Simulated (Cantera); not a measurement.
## Equilibrium for abatement and gas-phase synthesis: H2S + SO2 + H2

Feed: 1 mol H2S, 0.042 mol SO2, 0.12 mol H2, at 16.0 Pa.

These are equilibrium values from Cantera (NASA tables, ideal gas, pure condensed phases), not measurements of a reactor. Candidate condensed phases: H2O, H2SO4, S; 19 gas species. Rates play no part.

From 1798 K to 2498 K nothing is condensed.

```tsv
T (K)	x H2	x H	x S	x S2	x H2O	x SO	x SH	x O
1798	0.604	0.0216	0.0303	0.275	0.0340	0.0118	0.0177	2.22e-6
1898	0.576	0.0469	0.0616	0.245	0.0263	0.0177	0.0212	1.07e-5
1998	0.527	0.0921	0.111	0.201	0.0188	0.0230	0.0232	4.17e-5
2098	0.451	0.163	0.177	0.145	0.0124	0.0262	0.0225	0.000138
2198	0.352	0.261	0.243	0.0880	0.00772	0.0268	0.0188	0.000412
2298	0.246	0.376	0.288	0.0438	0.00457	0.0253	0.0132	0.00117
2398	0.152	0.486	0.305	0.0190	0.00247	0.0222	0.00801	0.00310
2498	0.0834	0.569	0.308	0.00802	0.00112	0.0175	0.00447	0.00709
```
x: gas mole fraction; nothing condenses.
